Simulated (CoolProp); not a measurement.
Saturated liquid density (kg/m³) of n-nonane: the reference equation beside estimates from Tc = 594.5 K, pc = 2.282 MPa, ω = 0.443. Rackett uses Z = 0.29056 − 0.08775 ω.

Model: reference Helmholtz-energy equation of state, Lemmon 2006, in CoolProp. It is a short technical equation, of lower accuracy than the large ones.

```
T (K)   reference  Rackett  Peng-Robinson
-----  ----------  -------  -------------
449.4       584.6    591.6          561.4
454.9  (withheld)    585.6     (withheld)
460.3       573.7    579.7          549.3
465.8       568.0    573.5          542.8
471.3       562.2    567.2     (withheld)
476.7       556.4    560.9          529.4
482.2       550.3    554.3          522.3
487.6       544.2    547.7          515.0
493.1       537.8    540.8          507.2
498.5       531.3    533.9          499.4
504         524.6    526.6          491.0
509.5       517.6    519.2          482.2
514.9       510.5    511.6          473.3
520.4       503.0    503.6          463.7
525.8       495.3    495.5          453.9
```

**Question.** Complete the blanks.

**Answer.** 
- 454.9, reference: 579.2
- 454.9, Peng-Robinson: 555.4
- 471.3, Peng-Robinson: 536.2

Absolute difference from the reference over all 15 rows, mean and median: Rackett 0.6 and 0.6 %, Peng-Robinson 5.7 and 5.4 %.
